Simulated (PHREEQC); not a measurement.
A PHREEQC input (ion-association model, wateq4f.dat):

```
SOLUTION 1
  temp 50
  units mg/L
  pH 5.92
  pe 11.5
  Na 0.0456
  K 0.00337
  Ca 0.0536
  Mg 0.00644
  Cl 0.00325 charge
  Li 0.1 charge
  S(6) 0.104 as SO4
  Alkalinity 0.187 as HCO3
  Zn 0.000135
END
USE solution 1
EQUILIBRIUM_PHASES 1
  Quartz 0 0.5
  CO2(g) -3.4 10
END
```

It stops with these messages:

```
ERROR: Charge balance specified for more than one species.
ERROR: Program terminating due to input errors.
```

The fault: two constituents marked charge. The line should read `Cl 0.00325` where the input has `Cl 0.00325 charge / Li 0.1 charge`. With the mend the run ends at pH 5.99 and ionic strength 9.00e-6 mol/kgw.
